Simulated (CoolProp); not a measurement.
Hexamethyldisiloxane (MM) along the isobar 0.101 MPa: density (kg/m³) from the reference equation and from simpler models built on Tc = 245.6 °C, pc = 1.931 MPa, ω = 0.418; each cubic takes its own stable root.

Values from CoolProp's reference Helmholtz-energy equation of state, Thol 2016.

| T (°C) | phase | reference | van der Waals | Peng-Robinson |
|---|---|---|---|---|
| -45.95 | liquid | 832.5 | 492.8 | 848.1 |
| -37.45 | liquid | 823.9 | 488.7 | 842.7 |
| -29.05 | liquid | 815.4 | 484.6 | 837.1 |
| -20.65 | liquid | 806.8 | 480.4 | 831.3 |
| -12.15 | liquid | 798.2 | 476.0 | 825.3 |
| -3.75 | liquid | 789.6 | 471.6 | 819.0 |
| 4.75 | liquid | 780.8 | 467.0 | 812.4 |
| 13.15 | liquid | 772.1 | 7.365 | 805.6 |
| 21.55 | liquid | 763.3 | 7.123 | 798.5 |
| 30.05 | liquid | 754.3 | 6.895 | 791.0 |
| 38.45 | liquid | 745.4 | 6.684 | 783.3 |
| 46.85 | liquid | 736.3 | 6.487 | 775.2 |
| 55.35 | liquid | 727.0 | 6.299 | 766.6 |
| 63.75 | liquid | 717.7 | 6.125 | 757.7 |
| 72.15 | liquid | 708.2 | 5.960 | 748.4 |

At some of these states van der Waals gives the other phase, because its saturation line lies elsewhere.
